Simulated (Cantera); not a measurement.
**Thermodynamics of nitride etching, feed BN + O2 + H2 + HF**

Feed: 1 mol BN, 0.44 mol O2, a varied amount of H2, 6.1 mol HF, at 1727 °C and 1.00 bar.

Method: chemical equilibrium by Gibbs-energy minimisation in Cantera with the NASA 1993 tables (ideal gas, pure condensed phases). Candidate condensed phases: B, BN, B2O3, B3O3H3, H2O; 62 gas species. The tables' values for BF2 are old estimates; treat these amounts as uncertain. Kinetics and transport are ignored.

From 11 mol H2 to 86 mol H2 nothing is condensed. The main B-bearing gas is BOF throughout.

```tsv
n(H2) (mol)	x H2	x HF	x BOF	x N2	x BF3	x H2O	x H
11	0.652	0.251	0.0367	0.0281	0.0176	0.0112	0.00131
20	0.767	0.170	0.0255	0.0186	0.0101	0.00622	0.00142
29	0.824	0.128	0.0196	0.0139	0.00676	0.00409	0.00148
39	0.862	0.101	0.0156	0.0109	0.00478	0.00286	0.00151
48	0.884	0.0851	0.0132	0.00911	0.00371	0.00221	0.00153
58	0.901	0.0724	0.0113	0.00770	0.00291	0.00173	0.00154
67	0.913	0.0639	0.00995	0.00676	0.00241	0.00144	0.00155
76	0.922	0.0572	0.00890	0.00603	0.00203	0.00122	0.00156
86	0.930	0.0512	0.00796	0.00538	0.00172	0.00104	0.00157
```
x: gas mole fraction; nothing condenses.
